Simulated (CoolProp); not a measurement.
Vapour-liquid equilibrium of carbon dioxide (1) + R125 (2) at -35.15 °C; x and y are mole fractions of (1).

The numbers come from the multi-fluid Helmholtz-energy mixture model, Span 1996 and Lemmon 2005; pair parameters Bell 2016 in CoolProp.

```
x      bubble pressure (MPa)  y at the bubble point  dew pressure at overall composition x (MPa)  liquid density (mol/L)
-----  ---------------------  ---------------------  -------------------------------------------  ----------------------
0.05                  0.2490                  0.283                                       0.1927                   12.55
0.125                 0.3456                  0.510                                       0.2079                   13.07
0.2                   0.4381                  0.635                                       0.2256                   13.64
0.275                 0.5252                  0.715                                       0.2465                   14.25
0.35                  0.6065                  0.770                                          [?]                   14.92
0.425                 0.6823                  0.811                                          [?]                   15.64
0.5                   0.7532                  0.844                                       0.3400                   16.44
0.575                 0.8205                  0.871                                       0.3884                   17.33
0.65                     [?]                  0.895                                       0.4521                   18.31
0.725                 0.9494                  0.918                                       0.5389                   19.41
0.8                    1.014                  0.940                                       0.6605                   20.65
0.875                  1.080                  0.961                                       0.8307                   22.07
0.95                   1.148                  0.984                                        1.045                   23.70
```

Problem. Fill in the missing entries.

Solution. 
- 0.35, dew pressure at overall composition x (MPa): 0.2715
- 0.425, dew pressure at overall composition x (MPa): 0.3020
- 0.65, bubble pressure (MPa): 0.8854

No azeotrope shows between x = 0.05 and 0.95.

Pair parameters are fitted to limited data, so mixtures are less certain than the pure fluids.
